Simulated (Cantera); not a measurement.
Cantera run:

```python
import numpy as np
import cantera as ct

gas_names = """
    C CN CO CO2 C2 CCN CNC C2N2 C2O C3 C3O2 C4 C4N2 C5 Cu CuO Cu2 N NCO NO NO2 NO3 N2 N2O O O2 O3
""".split()
cond_names = """
    C(gr) Cu(cr) Cu(L) CuO(s) Cu2O(s) Cu2O(L)
""".split()


# ... load() reads the species with a 1 bar reference pressure and builds the phases ...
atoms = {
    'Cu2O': {'Cu': 2, 'O': 1},
    'CO': {'C': 1, 'O': 1},
    'N2': {'N': 2},
}
top_T = {'C(gr)': 4500, 'CuO(s)': 1390}  # K; cautious upper limits of use, not melting points


# ... equilibrate(T, P, feed) seeds the gas with the atoms and calls Mixture.equilibrate('TP', solver="vcs", rtol=1e-11, max_steps=5000) ...
results = []
feed = {'Cu2O': 1, 'CO': 15, 'N2': 0.24}  # mol
P = 14000  # Pa
for T in [1948, 1973, 1998, 2023, 2048, 2073, 2098, 2123, 2148, 2173, 2198, 2223]:
    mix = equilibrate(T, P, feed)
    results.append((T, P, feed, dict(zip(mix.species_names, mix.species_moles))))

top = {s: max(r[3][s] / sum(r[3][g] for g in gas_names) for r in results) for s in gas_names}
cols = sorted((s for s in top if top[s] > 0.0001), key=lambda s: -top[s])[:9]
seen = [c for c in cond_names if any(r[3].get(c, 0) > 1e-12 for r in results)]
print("log10 of partial pressures in bar; condensed amounts in mol")
print(f"{'T/K':>10s}" + "".join(f"{s[:9]:>10s}" for s in cols + seen))
for T, P, feed, n in results:
    ng = sum(n[g] for g in gas_names)
    print(f"{T:10.4g}" + "".join(f"{np.log10(max(n[s] / ng * P / 1e5, 1e-99)):10.3f}" for s in cols)
          + "".join(f"{n.get(c, 0):10.4g}" for c in seen))
```

Result:

```
log10 of partial pressures in bar; condensed amounts in mol
       T/K        CO        Cu       CO2        N2       Cu2     Cu(L)
      1948    -0.899    -2.582    -2.045    -2.665    -5.045     1.707
      1973    -0.901    -2.476    -2.047    -2.667    -4.901     1.625
      1998    -0.904    -2.374    -2.050    -2.670    -4.761     1.522
      2023    -0.908    -2.274    -2.054    -2.674    -4.624     1.393
      2048    -0.912    -2.177    -2.058    -2.678    -4.492     1.232
      2073    -0.917    -2.082    -2.064    -2.683    -4.362     1.032
      2098    -0.924    -1.989    -2.070    -2.690    -4.236    0.7825
      2123    -0.932    -1.899    -2.078    -2.698    -4.113    0.4717
      2148    -0.942    -1.811    -2.088    -2.708    -3.993   0.08329
      2173    -0.944    -1.794    -2.090    -2.710    -4.014         0
      2198    -0.944    -1.794    -2.090    -2.710    -4.067         0
      2223    -0.944    -1.793    -2.090    -2.710    -4.119         0
```

Equilibrium computed with Cantera from the NASA thermochemical tables; the gas is ideal and each condensed phase is pure.
